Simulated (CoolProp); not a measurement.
Vapour-liquid equilibrium of fluoroethane (R161) (1) + R227EA (2) at 61.85 °C; x and y are mole fractions of (1).

Computed with CoolProp (multi-fluid Helmholtz-energy mixture model, Wu 2012 and Lemmon 2016; pair parameters Bell 2016).

```csv
x,bubble pressure (bar),y at the bubble point,dew pressure at overall composition x (bar),liquid density (mol/L)
0.05,12.34,0.054,…,7.306
0.2,12.84,0.238,12.70,7.971
0.35,13.92,0.432,13.39,8.679
0.5,15.47,0.609,14.44,…
0.65,17.38,…,15.94,10.31
0.8,19.50,0.874,18.10,11.27
0.95,21.78,0.971,21.23,12.39
```

Question: What belongs in the gaps?

Answer: 
- 0.05, dew pressure at overall composition x (bar): 12.33
- 0.5, liquid density (mol/L): 9.450
- 0.65, y at the bubble point: 0.756

No azeotrope shows between x = 0.05 and 0.95.

The pair parameters rest on a limited set of measurements; away from them the model extrapolates.
